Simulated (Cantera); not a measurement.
Cantera run:

```python
import numpy as np
import cantera as ct

gas_names = """
    H HNO HNO2 HNO3 HO2 H2 H2O H2O2 N NH NH2 NH3 NH2OH NO NO2 NO3 N2 N2H2 N2H4 N2O O OH O2 O3 Pb PbO Pb2
""".split()
cond_names = """
    H2O(s) H2O(L) Pb(cr) Pb(L) PbO(rd) PbO(yw) PbO(L) PbO2(s) Pb3O4(s)
""".split()


# ... load() reads the species with a 1 bar reference pressure and builds the phases ...
atoms = {
    'Pb': {'Pb': 1},
    'H2O': {'H': 2, 'O': 1},
    'N2': {'N': 2},
    'O2': {'O': 2},
}
top_T = {'Pb3O4(s)': 820}  # K; cautious upper limits of use, not melting points


# ... equilibrate(T, P, feed) seeds the gas with the atoms and calls Mixture.equilibrate('TP', solver="vcs", rtol=1e-11, max_steps=5000) ...
results = []
T = 2023  # K
P = 1900  # Pa
for m in [0.34, 0.5, 0.73, 1.1, 1.6, 2.3, 3.3, 4.8, 7, 10]:
    feed = {'Pb': 1, 'H2O': m, 'N2': 13, 'O2': 0.0028}  # mol
    mix = equilibrate(T, P, feed)
    results.append((T, P, feed, dict(zip(mix.species_names, mix.species_moles))))

top = {s: max(r[3][s] / sum(r[3][g] for g in gas_names) for r in results) for s in gas_names}
cols = sorted((s for s in top if top[s] > 0.001), key=lambda s: -top[s])[:6]
seen = [c for c in cond_names if any(r[3].get(c, 0) > 1e-12 for r in results)]
print("log10 of partial pressures in bar; condensed amounts in mol")
print(f"{'n(H2O)':>10s}" + "".join(f"{s[:9]:>10s}" for s in cols + seen))
for T, P, feed, n in results:
    ng = sum(n[g] for g in gas_names)
    print(f"{feed['H2O']:10.4g}" + "".join(f"{np.log10(max(n[s] / ng * P / 1e5, 1e-99)):10.3f}" for s in cols)
          + "".join(f"{n.get(c, 0):10.4g}" for c in seen))
```

Output:

```
log10 of partial pressures in bar; condensed amounts in mol
    n(H2O)        N2       H2O        Pb        H2       PbO        OH
      0.34    -1.764    -3.417    -2.893    -4.262    -4.354    -4.989
       0.5    -1.769    -3.244    -2.901    -4.162    -4.288    -4.866
      0.73    -1.776    -3.078    -2.911    -4.067    -4.228    -4.748
       1.1    -1.787    -2.903    -2.925    -3.967    -4.167    -4.623
       1.6    -1.802    -2.748    -2.944    -3.879    -4.119    -4.512
       2.3    -1.821    -2.605    -2.967    -3.799    -4.080    -4.410
       3.3    -1.848    -2.471    -2.998    -3.724    -4.051    -4.313
       4.8    -1.884    -2.341    -3.040    -3.652    -4.035    -4.219
         7    -1.933    -2.223    -3.094    -3.588    -4.035    -4.133
        10    -1.991    -2.125    -3.157    -3.535    -4.053    -4.061
```

These are equilibrium values from Cantera (NASA tables, ideal gas, pure condensed phases), not measurements of a reactor.
